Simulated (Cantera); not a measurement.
Feed: 1 mol Si, 0.96 mol Cl2, 4.3 mol H2, equilibrated at 10000 Pa.

Method: chemical equilibrium by Gibbs-energy minimisation in Cantera with the NASA 1993 tables (ideal gas, pure condensed phases). Candidate condensed phases: Si; 19 gas species. The tables' values for SiCl3 are old estimates; treat these amounts as uncertain. Equilibrium is a limit: real reactors are often held back by kinetics, nucleation or transport.

log p: log10 of the partial pressure in bar; n: condensed amount in mol.

| T (K) | log p H2 | log p SiCl4 | log p HCl | log p SiHCl3 | log p SiCl2 | n Si(s) |
|---|---|---|---|---|---|---|
| 948 | -1.05 | -2.11 | -2.92 | -2.59 | [?] | 0.500 |
| 973 | -1.06 | -2.12 | -2.83 | -2.60 | [?] | 0.503 |
| 998 | -1.06 | -2.12 | -2.73 | -2.60 | [?] | 0.507 |
| 1023 | -1.06 | -2.13 | -2.65 | -2.61 | [?] | 0.511 |
| 1048 | -1.06 | -2.14 | -2.56 | -2.63 | [?] | 0.515 |
| 1073 | -1.06 | -2.15 | -2.49 | -2.64 | [?] | 0.520 |
| 1098 | -1.06 | -2.17 | -2.41 | -2.65 | [?] | 0.524 |
| 1123 | -1.07 | -2.18 | -2.34 | -2.67 | [?] | 0.528 |
| 1148 | -1.07 | -2.21 | -2.28 | -2.69 | [?] | 0.532 |
| 1173 | -1.07 | -2.23 | -2.22 | -2.72 | [?] | 0.535 |

Question: Fill in the missing entries.

Answer: 
- 948, log p SiCl2: -4.61
- 973, log p SiCl2: -4.39
- 998, log p SiCl2: -4.18
- 1023, log p SiCl2: -3.98
- 1048, log p SiCl2: -3.80
- 1073, log p SiCl2: -3.62
- 1098, log p SiCl2: -3.45
- 1123, log p SiCl2: -3.30
- 1148, log p SiCl2: -3.15
- 1173, log p SiCl2: -3.01
